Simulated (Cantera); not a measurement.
A freely propagating, adiabatic, planar premixed flame of H₂ : O₂ : N₂ = 1 : 0.357 : 1.79 (molar parts), unburnt at 325 K and 13300 Pa; mixture-averaged transport, grid criteria slope 0.08 and curve 0.16, no radiation.

Computed with Cantera and the H2/O2 subset of GRI-Mech 3.0, which has no nitrogen chemistry. Burning velocities carry a grid error of a few per cent, more on coarse grids.

x: mole fraction of selected species; z is measured from the peak of heat release.

```
z (mm)  T (K)  u (m/s)    x H₂     x O₂   x H₂O₂    x H₂O      x OH      x O
------  -----  -------  ------  -------  -------  -------  --------  -------
-16.1     325     2.07   0.318    0.113    <1e-8    <1e-8     <1e-8    <1e-8
-10.7     325     2.07   0.318    0.113    <1e-8    <1e-8     <1e-8    <1e-8
-8.03     325     2.07   0.318    0.113    <1e-8    <1e-8     <1e-8    <1e-8
-5.35     325     2.07   0.318    0.113    <1e-8    <1e-8     <1e-8    <1e-8
-2.68     330     2.10   0.316    0.114  2.42e-6  7.41e-5   5.23e-6  5.37e-7
-1.34     567     3.53   0.285    0.108  2.68e-5   0.0173  0.000608  9.55e-5
0         985     5.95   0.183   0.0741  3.09e-7   0.0944   0.00120  0.00296
1.34     1248     7.46  0.0909   0.0201  3.68e-7    0.195   0.00328  0.00542
2.68     1356     8.07  0.0747  0.00793  3.44e-7    0.219   0.00419  0.00460
5.35     1466     8.66  0.0773  0.00557  2.92e-7    0.225   0.00513  0.00407
10.7     1585     9.29  0.0824  0.00426  1.93e-7    0.230   0.00584  0.00333
21.4     1705     9.90  0.0867      ___      ___    0.235   0.00605      ___
42.8     1813     10.4  0.0902  0.00173  5.40e-8    0.241   0.00557  0.00146
```

Question: Some entries are withheld; supply them.

Answer: 
- 21.4, x O₂: 0.00292
- 21.4, x H₂O₂: 1.06e-7
- 21.4, x O: 0.00239
